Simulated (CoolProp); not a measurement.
A single-stage vapour-compression cycle with propane: evaporating at 229.15 K (dew point), condensing at 254.15 K (bubble point), superheat 8 K, subcooling 5 K, compressor efficiency 0.9, no pressure losses. Each further row changes one setting.

Computed with CoolProp (reference Helmholtz-energy equation of state, Lemmon 2009).

```csv
case,cooling COP,pressure ratio,discharge temperature (K),refrigerating effect (kJ/kg),volumetric capacity (kJ/m³)
as stated,7.71,2.72,274.6,393,846
evaporating temperature 234.15 K,___,2.18,___,399,1050
condensing temperature 249.15 K,___,2.27,267.6,405,871
subcooling 10 K,___,2.72,274.6,405,871
superheat 18 K,7.65,2.72,___,___,838
compressor efficiency 0.8,___,2.72,278.4,393,846
```

Q: What belongs in the gaps?

A: 
- evaporating temperature 234.15 K, cooling COP: 10.0
- evaporating temperature 234.15 K, discharge temperature (K): 271.6
- condensing temperature 249.15 K, cooling COP: 9.81
- subcooling 10 K, cooling COP: 7.94
- superheat 18 K, discharge temperature (K): 284.8
- superheat 18 K, refrigerating effect (kJ/kg): 408
- compressor efficiency 0.8, cooling COP: 6.86
